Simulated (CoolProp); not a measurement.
Vapour-liquid equilibrium of ethane (1) + hydrogen sulfide (2) at 6.27 bar; x and y are mole fractions of (1).

Computed with CoolProp (multi-fluid Helmholtz-energy mixture model, Bücker 2006 and Lemmon 2006; pair parameters Kunz 2012).

```
x     bubble temperature, mixture model (°C)  bubble temperature, Raoult's law (°C)  y, mixture model  y, Raoult's law
----  --------------------------------------  -------------------------------------  ----------------  ---------------
0.05                                   -26.0                                  -18.2             0.307            0.119
0.15                                   -36.6                                  -22.4             0.561            0.318
0.25                                   -40.9                                  -26.2             0.647            0.475
0.35                                   -42.8                                  -29.7             0.687            0.600
0.45                                   -43.9                                  -32.8             0.713            0.700
0.55                                   -44.8                                  -35.8             0.738            0.781
0.65                                   -45.6                                  -38.5             0.768            0.847
0.75                                   -46.2                                  -40.9             0.807            0.902
0.85                                   -46.6                                  -43.2             0.864            0.946
0.95                                   -46.6                                  -45.4             0.945            0.984
```

The largest gap from Raoult's law is -14.7 K in bubble temperature, at x = 0.25. y crosses x between x = 0.85 and 0.95: the model has an azeotrope there.

The pair parameters rest on a limited set of measurements; away from them the model extrapolates. With so large a gap from Raoult's law the liquid may split in two, which this calculation doesn't test in full.
